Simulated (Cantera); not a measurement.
Charge: 1 mol Si, 8.2 mol Br2, 0.56 mol H2, at 500 K and 0.620 bar.

Cantera equilibrium calculation (NASA polynomials, part measured and part estimated; ideal gas, pure solids and liquids). Candidate condensed phases: Br2, Si; 19 gas species. Equilibrium is a limit: real reactors are often held back by kinetics, nucleation or transport.

Base state: Br2 0.727, HBr 0.144, SiBr4 0.129 (mole fractions); condensed: gas only.

### Question
What changes in the equilibrium state with this change: H2 from 0.56 to 0.13 mol?

### Answer
```json
[
 {"species": "Br2", "before": "0.727", "after": "0.828"},
 {"species": "SiBr4", "before": "0.129", "after": "0.136"},
 {"species": "HBr", "before": "0.144", "after": "0.0355"}
]
```
